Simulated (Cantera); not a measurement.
Counterflow diffusion flame

A counterflow diffusion flame at 0.543 atm, nozzles 20 mm apart: fuel side 100 % CH₄ at 575 K, oxidiser side 17.0 % O₂, 83.0 % N₂ at 650 K, fuel mass flux 0.9 times the oxidiser's; mixture-averaged transport, no radiation.

Detailed kinetics in Cantera: GRI-Mech 3.0 (53 species, 325 reactions). GRI-Mech 3.0 has no aromatics or soot, which form on the fuel side of real flames. The maximum strain rate includes the flame's own expansion and is several times the mean. A flux with no burning solution from the previous one only brackets extinction.

```json
[
 {"oxidiser flux (kg/m²/s)": "0.14", "max strain (1/s)": "197", "mean strain (1/s)": "58.1", "T max (K)": "1966", "peak x OH": "0.00598", "peak x H": "0.00488", "peak x NO": "0.000162", "peak x CO": "0.0439", "peak x C₂H₂": "0.00978"},
 {"oxidiser flux (kg/m²/s)": "0.2", "max strain (1/s)": "275", "mean strain (1/s)": "83.0", "T max (K)": "1948", "peak x OH": "0.00582", "peak x H": "0.00501", "peak x NO": "0.000135", "peak x CO": "0.0440", "peak x C₂H₂": "0.00901"},
 {"oxidiser flux (kg/m²/s)": "0.29", "max strain (1/s)": "394", "mean strain (1/s)": "120", "T max (K)": "1928", "peak x OH": "0.00558", "peak x H": "0.00509", "peak x NO": "0.000106", "peak x CO": "0.0444", "peak x C₂H₂": "0.00809"},
 {"oxidiser flux (kg/m²/s)": "0.43", "max strain (1/s)": "574", "mean strain (1/s)": "178", "T max (K)": "1901", "peak x OH": "0.00519", "peak x H": "0.00503", "peak x NO": "7.36e-5", "peak x CO": "0.0451", "peak x C₂H₂": "0.00684"},
 {"oxidiser flux (kg/m²/s)": "0.62", "max strain (1/s)": "812", "mean strain (1/s)": "257", "T max (K)": "1862", "peak x OH": "0.00457", "peak x H": "0.00466", "peak x NO": "4.32e-5", "peak x CO": "0.0460", "peak x C₂H₂": "0.00521"}
]
```
x: mole fraction; the columns are a selection and need not sum to one.

At the next flux tried, 0.91 kg/m²/s, no burning solution was found from the previous one.
